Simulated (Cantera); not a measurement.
Input: 1 mol TiCl₄, 1.5 mol H₂O, at 0.100 bar.

Equilibrium computed with Cantera from the NASA thermochemical tables; the gas is ideal and each condensed phase is pure. Candidate condensed phases: H₂O, Ti, TiCl₂, TiCl₃, TiCl₄, TiO, TiO₂, Ti₂O₃, Ti₃O₅, Ti₄O₇; 23 gas species. The numbers say what is thermodynamically allowed, not how fast it happens. All values below are at 1227 °C.

Base state: HCl 0.919, TiCl₄ 0.0756, Cl 0.00212, TiCl₃ 0.00162, H₂O 0.000759, H₂ 0.000379, Cl₂ 0.000132, TiOCl₂ 1.22e-5 (mole fractions); condensed: TiO₂(rutile).

### Question
What changes in the equilibrium state with this change: 0.051 mol Cl₂ added?

### Answer
```tsv
species	before	after
HCl	0.919	0.900
TiCl₄	0.0756	0.0753
Cl	0.00212	0.0160
Cl₂	0.000132	0.00746
H₂	0.000379	6.41e-6
TiCl₃	0.00162	0.000215
H₂O	0.000759	0.000729
TiOCl₂	1.22e-5	1.22e-5
TiO₂(rutile), mol	0.749	0.749
```
